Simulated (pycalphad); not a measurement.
Computed with pycalphad from the COST 507 light-alloy database (1999), at 1 atm. These are 1990s assessments: newer ones move some temperatures and phases. Kinetics are ignored, which matters at the lower temperatures.

Molar enthalpy of Al-0.1658Si-0.8653Fe (wt.%) in equilibrium (SER reference):

```json
[
 {"T (K)": "1850", "H (kJ/mol)": "57.63", "phases": "liquid"},
 {"T (K)": "1770", "H (kJ/mol)": "55.09", "phases": "liquid"},
 {"T (K)": "1690", "H (kJ/mol)": "52.54", "phases": "liquid"},
 {"T (K)": "1610", "H (kJ/mol)": "50.00", "phases": "liquid"},
 {"T (K)": "1530", "H (kJ/mol)": "47.46", "phases": "liquid"},
 {"T (K)": "1450", "H (kJ/mol)": "44.92", "phases": "liquid"},
 {"T (K)": "1370", "H (kJ/mol)": "42.38", "phases": "liquid"},
 {"T (K)": "1290", "H (kJ/mol)": "39.83", "phases": "liquid"},
 {"T (K)": "1210", "H (kJ/mol)": "37.29", "phases": "liquid"},
 {"T (K)": "1130", "H (kJ/mol)": "34.75", "phases": "liquid"},
 {"T (K)": "1050", "H (kJ/mol)": "32.21", "phases": "liquid"},
 {"T (K)": "970", "H (kJ/mol)": "29.67", "phases": "liquid"},
 {"T (K)": "930", "H (kJ/mol)": "28.41", "phases": "liquid"},
 {"T (K)": "890", "H (kJ/mol)": "16.26", "phases": "fcc + AL13FE4"},
 {"T (K)": "850", "H (kJ/mol)": "14.96", "phases": "fcc + AL13FE4"},
 {"T (K)": "810", "H (kJ/mol)": "13.70", "phases": "fcc + AL13FE4 + ALFESI_ALPHA"},
 {"T (K)": "730", "H (kJ/mol)": "11.22", "phases": "fcc + ALFESI_ALPHA + AL13FE4"},
 {"T (K)": "650", "H (kJ/mol)": "8.86", "phases": "fcc + ALFESI_ALPHA + AL13FE4"},
 {"T (K)": "570", "H (kJ/mol)": "6.60", "phases": "fcc + ALFESI_ALPHA + AL13FE4"}
]
```

Cooling from 930 K to 890 K, across the freezing range, releases 12.1 kJ/mol, or 448 J/g. The slope is 32 J/(mol K) in the liquid and 32 J/(mol K) just below the solidus, where it includes any heat of precipitation. Liquidus 930 K, solidus 917 K. Changes were sought between steps of 40 K, so a narrower field can be missed.

Database names, with the compositions (at.%) that they take in these runs: AL13FE4: Al 76 Fe 24; ALFESI_ALPHA: Al 74 Fe 19 Si 7.
